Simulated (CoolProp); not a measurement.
Vapour-liquid equilibrium of ethylbenzene (1) + p-xylene (2) at 0.231 MPa; x and y are mole fractions of (1).

Model: multi-fluid Helmholtz-energy mixture model, Zhou 2012 and Zhou 2012; pair parameters Bell 2016, in CoolProp.

| x | bubble temperature (°C) | y at the bubble point | dew temperature at overall composition x (°C) | liquid density (mol/L) |
|---|---|---|---|---|
| 0.05 | 171.9 | 0.053 | 171.9 | 6.768 |
| 0.2 | 171.5 | 0.209 | 171.5 | 6.778 |
| 0.35 | 171.1 | 0.361 | 171.1 | 6.788 |
| 0.5 | 170.7 | 0.510 | 170.8 | 6.799 |
| 0.65 | 170.4 | 0.659 | 170.5 | 6.810 |
| 0.8 | 170.2 | 0.806 | 170.2 | 6.821 |
| 0.95 | 169.9 | 0.952 | 169.9 | 6.832 |

No azeotrope shows between x = 0.05 and 0.95.

Pair parameters are fitted to limited data, so mixtures are less certain than the pure fluids.
